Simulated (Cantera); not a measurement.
## Carbothermic reduction: Fe3O4 + C + CO

Charge: 1 mol Fe3O4, 4.6 mol C, 0.74 mol CO, at 2275 K.

These are equilibrium values from Cantera (NASA tables, ideal gas, pure condensed phases), not measurements of a reactor. Candidate condensed phases: C, Fe, Fe(CO)5, FeO, Fe2O3, Fe3O4; 15 gas species. Iron dissolves carbon and melts from about 1420 K in contact with it, which pure phases cannot show. Condensed phases not in the tables: cementite and carbon dissolved in iron. Kinetics and transport are ignored.

From 10.0 Pa to 4.60 mbar the condensed part is C(graphite). From 17.0 mbar to 10.0 bar the condensed part is C(graphite) + Fe(l). The main Fe-bearing gas is Fe throughout.

```csv
P (Pa),x CO,x Fe,x C3,x CO2,n C(graphite),n Fe(l)
10,0.612,0.388,0.000105,3.06e-10,0.597,0
36,0.612,0.388,2.91e-5,1.10e-9,0.599,0
130,0.612,0.388,8.06e-6,3.97e-9,0.600,0
460,0.612,0.388,2.28e-6,1.41e-8,0.600,0
1700,0.683,0.317,6.17e-7,6.47e-8,0.600,0.801
6000,0.910,0.0898,1.75e-7,4.05e-7,0.600,2.53
22000,0.976,0.0245,4.76e-8,1.71e-6,0.600,2.88
77000,0.993,0.00700,1.36e-8,6.19e-6,0.600,2.97
280000,0.998,0.00192,3.74e-9,2.27e-5,0.600,2.99
1000000,0.999,0.000539,1.05e-9,8.14e-5,0.600,3.00
```
x: gas mole fraction; n: condensed amount in mol.
